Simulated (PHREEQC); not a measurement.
Dissolve 0.073 mol NaH2PO4 per kg of water at 25 °C. Closed to the air; pH follows from the charge balance.

Model: ion-association model, phreeqc.dat, run in PHREEQC.

```tsv
quantity	before	after
pH	4.51	4.77
HPO4-2 (mol/kgw)	0.000282	3.46e-5
H3PO4 (mol/kgw)	0.000262	1.66e-5
NaHPO4- (mol/kgw)	1.66e-5	3.45e-7
```

What was changed between the two runs?
(A) 0.00086 mol/kgw NaNO3 added
(B) temperature from 25 to 85 °C
(C) diluted 5-fold with water
(D) diluted 10-fold with water

D, diluted 10-fold with water

No solid was allowed to form.
